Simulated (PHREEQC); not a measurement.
0.57 g of hydrous ferric oxide (600 m²/g; 0.2 weak and 0.005 strong sites per Fe, Dzombak-Morel constants, diffuse double layer) in 1 kg of water with 0.01 mol/kgw of an inert sodium salt and 2.2e-06 mol/kgw MnCl2, 0.0017 mol/kgw NaF and 1.6e-05 mol/kgw BaCl2, at 25 °C; the pH is set by adding NaOH or the inert anion's acid. The system is closed to oxygen. CO2 from the air is kept out. No solid was allowed to form.

Base run: PHREEQC, ion-association model, wateq4f.dat. Each further column changes one thing. The table gives F sorbed (%).

```json
[
 {"pH": "4", "base": "53.6", "no electrostatic term (-no_edl)": "2.4", "background salt from 0.01 to 0.001 mol/kgw": "57.8", "oxide from 0.57 to 2.8 g/kgw": "98.6"},
 {"pH": "4.67", "base": "48.5", "no electrostatic term (-no_edl)": "2.7", "background salt from 0.01 to 0.001 mol/kgw": "51.6", "oxide from 0.57 to 2.8 g/kgw": "97.3"},
 {"pH": "6", "base": "29.7", "no electrostatic term (-no_edl)": "2.8", "background salt from 0.01 to 0.001 mol/kgw": "31.3", "oxide from 0.57 to 2.8 g/kgw": "83.2"},
 {"pH": "6.67", "base": "19.0", "no electrostatic term (-no_edl)": "3.0", "background salt from 0.01 to 0.001 mol/kgw": "20.1", "oxide from 0.57 to 2.8 g/kgw": "63.5"},
 {"pH": "7.33", "base": "10.0", "no electrostatic term (-no_edl)": "3.4", "background salt from 0.01 to 0.001 mol/kgw": "10.7", "oxide from 0.57 to 2.8 g/kgw": "38.5"},
 {"pH": "8.67", "base": "1.2", "no electrostatic term (-no_edl)": "2.7", "background salt from 0.01 to 0.001 mol/kgw": "1.2", "oxide from 0.57 to 2.8 g/kgw": "5.1"},
 {"pH": "9.33", "base": "0.3", "no electrostatic term (-no_edl)": "1.3", "background salt from 0.01 to 0.001 mol/kgw": "0.3", "oxide from 0.57 to 2.8 g/kgw": "1.4"},
 {"pH": "10", "base": "0.1", "no electrostatic term (-no_edl)": "0.4", "background salt from 0.01 to 0.001 mol/kgw": "0.1", "oxide from 0.57 to 2.8 g/kgw": "0.4"},
 {"pH": "11.33", "base": "0.0", "no electrostatic term (-no_edl)": "0.0", "background salt from 0.01 to 0.001 mol/kgw": "0.0", "oxide from 0.57 to 2.8 g/kgw": "0.0"},
 {"pH": "12", "base": "0.0", "no electrostatic term (-no_edl)": "0.0", "background salt from 0.01 to 0.001 mol/kgw": "0.0", "oxide from 0.57 to 2.8 g/kgw": "0.0"}
]
```
